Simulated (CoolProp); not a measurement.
Vapour-liquid equilibrium of hydrogen sulfide (1) + n-hexane (2) at 307.3 K; x and y are mole fractions of (1).

Computed with CoolProp (multi-fluid Helmholtz-energy mixture model, Lemmon 2006 and Thol 2019; pair parameters Kunz 2012).

```json
[
 {"x": "0.05", "bubble pressure, mixture model (kPa)": "189.9", "bubble pressure, Raoult's law (kPa)": "153.5", "y, mixture model": "0.843", "y, Raoult's law": "0.817"},
 {"x": "0.125", "bubble pressure, mixture model (kPa)": "444.0", "bubble pressure, Raoult's law (kPa)": "339.3", "y, mixture model": "0.933", "y, Raoult's law": "0.924"},
 {"x": "0.2", "bubble pressure, mixture model (kPa)": "?", "bubble pressure, Raoult's law (kPa)": "525.2", "y, mixture model": "0.957", "y, Raoult's law": "0.955"},
 {"x": "0.275", "bubble pressure, mixture model (kPa)": "?", "bubble pressure, Raoult's law (kPa)": "711.0", "y, mixture model": "0.967", "y, Raoult's law": "0.970"},
 {"x": "0.35", "bubble pressure, mixture model (kPa)": "1077", "bubble pressure, Raoult's law (kPa)": "896.8", "y, mixture model": "0.973", "y, Raoult's law": "0.979"},
 {"x": "0.425", "bubble pressure, mixture model (kPa)": "1237", "bubble pressure, Raoult's law (kPa)": "1083", "y, mixture model": "0.977", "y, Raoult's law": "0.984"},
 {"x": "0.5", "bubble pressure, mixture model (kPa)": "?", "bubble pressure, Raoult's law (kPa)": "1269", "y, mixture model": "0.980", "y, Raoult's law": "0.988"},
 {"x": "0.575", "bubble pressure, mixture model (kPa)": "1526", "bubble pressure, Raoult's law (kPa)": "1454", "y, mixture model": "0.983", "y, Raoult's law": "0.991"},
 {"x": "0.65", "bubble pressure, mixture model (kPa)": "1671", "bubble pressure, Raoult's law (kPa)": "1640", "y, mixture model": "0.985", "y, Raoult's law": "0.994"},
 {"x": "0.725", "bubble pressure, mixture model (kPa)": "1824", "bubble pressure, Raoult's law (kPa)": "1826", "y, mixture model": "0.988", "y, Raoult's law": "0.996"},
 {"x": "0.8", "bubble pressure, mixture model (kPa)": "1988", "bubble pressure, Raoult's law (kPa)": "2012", "y, mixture model": "0.991", "y, Raoult's law": "0.997"},
 {"x": "0.875", "bubble pressure, mixture model (kPa)": "2165", "bubble pressure, Raoult's law (kPa)": "2198", "y, mixture model": "0.994", "y, Raoult's law": "0.998"},
 {"x": "0.95", "bubble pressure, mixture model (kPa)": "2360", "bubble pressure, Raoult's law (kPa)": "2384", "y, mixture model": "0.997", "y, Raoult's law": "0.999"}
]
```

Problem. Complete the blanks.

Solution. 
- 0.2, bubble pressure, mixture model (kPa): 684.0
- 0.275, bubble pressure, mixture model (kPa): 895.2
- 0.5, bubble pressure, mixture model (kPa): 1384

The largest gap from Raoult's law is +30.9 % in bubble pressure, at x = 0.125. No azeotrope shows between x = 0.05 and 0.95.

The pair parameters rest on a limited set of measurements; away from them the model extrapolates. The gap from Raoult's law changes sign with composition, which may be real or a fault of the pair parameters; it wasn't checked against measurements.
